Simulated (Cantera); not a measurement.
An isothermal, constant-pressure homogeneous reactor starts with 77.5 % NO, 20.1 % N2, 2.40 % H2O, at 1775 K and 0.987 atm.

Detailed kinetics in Cantera: GRI-Mech 3.0 (53 species, 325 reactions).

x: mole fraction; the columns are a selection and need not sum to one.

```
t (s)           x NO      x O   x N2       x NO2      x O2       x N2O
--------  ----------  -------  -----  ----------  --------  ----------
0.000500       0.774  1.97e-6  0.201     5.58e-5   2.05e-6     4.89e-5
0.00127        0.774  3.87e-6  0.201    0.000134   2.20e-5    0.000103
0.00322        0.774  5.91e-6  0.202    0.000228  0.000147    0.000173
0.00816        0.773  7.22e-6  0.202    0.000289  0.000651    0.000211
0.0207         0.770  8.31e-6  0.204    0.000338   0.00204    0.000213
0.0525         0.763  1.03e-5  0.207    0.000429   0.00554    0.000209
0.133          0.745  1.40e-5  0.216    0.000581    0.0142    0.000199
0.338          0.703  1.98e-5  0.237    0.000797    0.0349    0.000176
0.857          0.614  2.84e-5  0.282     0.00102    0.0795    0.000133
2.17           0.458  3.90e-5  0.359     0.00105     0.157     7.29e-5
5.51           0.266  4.89e-5  0.456    0.000772     0.254     2.43e-5
14.0           0.113  5.55e-5  0.532    0.000373     0.331     4.49e-6
35.5      (withheld)  5.86e-5  0.571  (withheld)     0.369  (withheld)
90.0      (withheld)  5.95e-5  0.583  (withheld)     0.382  (withheld)
```

Some entries are withheld; supply them.


- 35.5, x NO: 0.0356
- 35.5, x NO2: 0.000125
- 35.5, x N2O: 6.37e-7
- 90.0, x NO: 0.0108
- 90.0, x NO2: 3.85e-5
- 90.0, x N2O: 2.54e-7
